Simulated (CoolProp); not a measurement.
A Linde-Hampson liquefier for ethane: isothermal reversible compression at 320 K from 1 atm to 30 MPa, throttling to 1 atm, return gas leaving the recuperator 5 K below the feed. Each further row changes one setting.

The numbers come from the reference Helmholtz-energy equation of state, Bücker 2006 in CoolProp.

```
case                        liquid yield per pass  compression work (kJ/kg of gas)
--------------------------  ---------------------  -------------------------------
as stated                                     [?]                              390
high pressure 60 MPa                          [?]                              457
warm-end temperature 350 K                    [?]                              457
warm-end gap 10 K                             [?]                              390
```

Fill in the missing entries.


- as stated, liquid yield per pass: 0.460
- high pressure 60 MPa, liquid yield per pass: 0.431
- warm-end temperature 350 K, liquid yield per pass: 0.385
- warm-end gap 10 K, liquid yield per pass: 0.453
